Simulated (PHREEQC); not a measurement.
## Spent oxide etchant

Solution (25 °C): 0.049 mol HF, 0.0023 mol (NH4)2SiF6 and 0.00041 mol H3PO4 per kg of water. Closed to the air; pH follows from the charge balance.

Equilibrium calculation in PHREEQC: ion-association model, wateq4f.dat.

Precipitation was switched off in this run.

What pH, ionic strength does the model give?

pH 2.27; ionic strength 0.0129 mol/kgw.

In which forms is F present?

HF 57 %, SiF6-2 22 %, H2F2 11 %, F- 8.0 %, HF2- 2.2 % of the F.

wateq4f.dat counts part of the HF as a dimer, H2F2, which phreeqc.dat doesn't know; its constant is uncertain. H3PO4, which wateq4f.dat lacks, is added to it with the constant of phreeqc.dat. SiF6-2 is the database's only silicon fluoride.
